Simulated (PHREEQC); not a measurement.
## Spent oxide etchant (model solution)

Dissolve 0.038 mol/kgw HF, 0.086 mol/kgw H2SiF6 and 0.013 mol/kgw HCl at 25 °C. Closed to the air; pH follows from the charge balance.

The numbers come from PHREEQC with the ion-association model, phreeqc.dat.

This is a speciation only: nothing precipitates in the calculation.

Task: What pH, density does the model give?

Result: pH 0.84; density 1.006 g/cm³.

Task: In which forms is F present?

Result: SiF6-2 93 %, HF 6.8 % of the F.

SiF6-2 is the database's only silicon fluoride.
